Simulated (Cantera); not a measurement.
## Oxide etching and cleaning by halides: Fe2O3 + HCl

Feed: 1 mol Fe2O3, 30 mol HCl, equilibrated at 0.100 bar.

Cantera equilibrium calculation (NASA polynomials, part measured and part estimated; ideal gas, pure solids and liquids). Candidate condensed phases: Fe, FeCl2, FeCl3, FeO, Fe(OH)2, Fe(OH)3, Fe2O3, Fe3O4, H2O; 22 gas species. Rates play no part.

From 1127 °C to 1577 °C nothing is condensed. The main Fe-bearing gas is FeCl2 throughout.

| T (°C) | log p HCl | log p H2O | log p FeCl2 | log p Cl | log p FeCl3 | log p Cl2 | log p O2 |
|---|---|---|---|---|---|---|---|
| 1127 | -1.08 | -2.07 | -2.26 | -3.06 | -2.97 | -3.03 | -3.15 |
| 1202 | -1.09 | -2.08 | -2.23 | -2.87 | -3.19 | -3.12 | -3.12 |
| 1277 | -1.09 | -2.08 | -2.21 | -2.71 | -3.42 | -3.23 | -3.12 |
| 1352 | -1.09 | -2.07 | -2.20 | -2.57 | -3.64 | -3.35 | -3.16 |
| 1427 | -1.09 | -2.07 | -2.20 | -2.46 | -3.87 | -3.50 | -3.24 |
| 1502 | -1.10 | -2.05 | -2.19 | -2.38 | -4.08 | -3.65 | -3.36 |
| 1577 | -1.10 | -2.04 | -2.19 | -2.31 | -4.30 | -3.82 | -3.51 |
log p: log10 of the partial pressure in bar; nothing condenses.
